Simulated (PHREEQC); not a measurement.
Metal-bearing waste water: an equilibrium model

Solution (25 °C): 0.29 mol/kgw CdCl2, 0.135 mol/kgw CaCl2, 3.7e-05 mol/kgw NaH2PO4 and 0.00018 mol/kgw Na2SO4. Closed to the air; pH follows from the charge balance.

Computed with PHREEQC (ion-association model, wateq4f.dat).

```json
{
 "pH": "5.19",
 "ionic_strength": "0.594 mol/kgw",
 "activity_of_water": "0.986"
}
```

| species | molality | activity | log γ |
|---|---|---|---|
| Cl- | 0.418 | 0.264 | -0.199 |
| CdCl+ | 0.146 | 0.108 | -0.131 |
| Ca+2 | 0.135 | 0.0342 | -0.596 |
| CdCl2 | 0.103 | 0.118 | 0.059 |
| CdCl3- | 0.0267 | 0.0197 | -0.131 |
| Cd+2 | 0.0143 | 0.00428 | -0.524 |
| Na+ | 0.000397 | 0.000280 | -0.151 |
| CaSO4 | 8.74e-5 | 0.000100 | 0.059 |
| SO4-2 | 7.67e-5 | 1.47e-5 | -0.718 |
| H2PO4- | 1.84e-5 | 1.25e-5 | -0.166 |
| CaH2PO4+ | 1.61e-5 | 1.10e-5 | -0.166 |
| CdSO4 | 1.58e-5 | 1.81e-5 | 0.059 |

Precipitation was switched off in this run. Species that the database lacks are ignored. H3PO4, which wateq4f.dat lacks, is added to it with the constant of phreeqc.dat. The database has no phosphate complexes of Cd.
